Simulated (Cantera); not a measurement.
Cantera run, input and output.

```python
import numpy as np
import cantera as ct

gas = ct.Solution("h2o2.yaml")
gas.TPX = 1275, 66000, {'H2': 2.3, 'O2': 0.758, 'N2': 2.8, 'H2O': 1}
reactor = ct.IdealGasReactor(gas, energy="on", clone=False)
net = ct.ReactorNet([reactor])
net.rtol, net.atol = 1e-08, 1e-16
show = ['H2', 'O2', 'H2O', 'OH', 'H']
times = np.geomspace(6e-06, 0.7, 12)

steps = ct.SolutionArray(gas, extra=["t"])
rows = []
print(f"{'t/s':>10s}{'T/K':>9s}{'P/Pa':>11s}" + "".join(f"{s:>11s}" for s in show))
for t in times:
    while net.time < t:
        t_next = net.step()
        steps.append(gas.state, t=t_next)
    rows.append([np.interp(t, steps.t, y) for y in (steps.T, steps.P, *steps(*show).X.T)])
    print(f"{t:10.3e}{rows[-1][0]:9.1f}{rows[-1][1]:11.4g}" + "".join(f"{x:11.3e}" for x in rows[-1][2:]))
rate = np.gradient(steps.T, steps.t)
print("integrator steps:", len(steps.t))
if steps.T.max() > steps.T[0] + 200:
    print(f"time of steepest temperature rise: {steps.t[rate.argmax()]:.4e} s")
gas.TPX = 1275, 66000, {'H2': 2.3, 'O2': 0.758, 'N2': 2.8, 'H2O': 1}
gas.equilibrate("UV")
print(f"equilibrium (UV): T = {gas.T:.1f} K  " + "  ".join(f"{s} {gas[s].X[0]:.3e}" for s in show))
```

Output:

```
       t/s      T/K       P/Pa         H2         O2        H2O         OH          H
 6.000e-06   1275.0    6.6e+04  3.354e-01  1.105e-01  1.458e-01  4.519e-09  7.502e-08
 1.733e-05   1275.0    6.6e+04  3.354e-01  1.105e-01  1.458e-01  1.024e-07  1.651e-06
 5.005e-05   1305.5  6.749e+04  3.205e-01  1.044e-01  1.572e-01  5.846e-04  7.789e-03
 1.446e-04   2609.2  1.241e+05  1.296e-01  3.631e-03  3.686e-01  2.026e-02  3.055e-02
 4.175e-04   2741.1  1.291e+05  1.291e-01  2.046e-03  3.807e-01  1.659e-02  2.117e-02
 1.206e-03   2741.6  1.292e+05  1.291e-01  2.040e-03  3.808e-01  1.657e-02  2.113e-02
 3.483e-03   2741.6  1.292e+05  1.291e-01  2.040e-03  3.808e-01  1.657e-02  2.113e-02
 1.006e-02   2741.6  1.292e+05  1.291e-01  2.040e-03  3.808e-01  1.657e-02  2.113e-02
 2.905e-02   2741.6  1.292e+05  1.291e-01  2.040e-03  3.808e-01  1.657e-02  2.113e-02
 8.391e-02   2741.6  1.292e+05  1.291e-01  2.040e-03  3.808e-01  1.657e-02  2.113e-02
 2.424e-01   2741.6  1.292e+05  1.291e-01  2.040e-03  3.808e-01  1.657e-02  2.113e-02
 7.000e-01   2741.6  1.292e+05  1.291e-01  2.040e-03  3.808e-01  1.657e-02  2.113e-02
integrator steps: 1124
time of steepest temperature rise: 5.8372e-05 s
equilibrium (UV): T = 2741.6 K  H2 1.291e-01  O2 2.040e-03  H2O 3.808e-01  OH 1.657e-02  H 2.113e-02
```

Computed with Cantera and the H2/O2 subset of GRI-Mech 3.0, which has no nitrogen chemistry.
